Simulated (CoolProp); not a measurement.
Hexamethyldisiloxane (MM) along the isotherm 346.85 °C: Z from the reference equation and from simpler models built on Tc = 245.6 °C, pc = 1.931 MPa, ω = 0.418; each cubic takes its own stable root.

The numbers come from the reference Helmholtz-energy equation of state, Thol 2016 in CoolProp.

```csv
p (MPa),phase,reference
0.402,gas,0.9609
0.805,gas,0.9210
1.21,gas,0.8809
1.61,gas,0.8419
2.01,supercritical,0.8041
2.41,supercritical,0.7678
2.82,supercritical,0.7324
3.22,supercritical,0.6997
3.62,supercritical,0.6696
4.02,supercritical,0.6429
4.43,supercritical,0.6207
4.83,supercritical,0.6056
```

Task: How far does each simpler model (van der Waals, Redlich-Kwong, Soave-Redlich-Kwong) lie from the reference over these 12 states: mean and median of the absolute difference, and the worst?

Result: 
- van der Waals: mean 8.6 %, median 8.0 %, worst -18.4 % at 346.85 °C and 3.62 MPa
- Redlich-Kwong: mean 6.2 %, median 6.9 %, worst -11.4 % at 346.85 °C and 4.02 MPa
- Soave-Redlich-Kwong: mean 3.7 %, median 2.8 %, worst +9.6 % at 346.85 °C and 4.83 MPa
